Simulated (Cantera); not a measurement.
A closed system holds: 1 mol Fe(CO)5, 0.34 mol N2, equilibrated at 1350 K.

Method: chemical equilibrium by Gibbs-energy minimisation in Cantera with the NASA 1993 tables (ideal gas, pure condensed phases). Candidate condensed phases: C, Fe, Fe(CO)5, FeO, Fe2O3, Fe3O4; 27 gas species. Condensed phases not in the tables: cementite and carbon dissolved in iron. Rates play no part.

Question: At 10.0 bar, list the 3 most abundant gas species with their mole fractions, and the condensed phases.

Answer: CO 0.911, N2 0.0652, CO2 0.0242. Condensed: C(graphite) + Fe(γ).
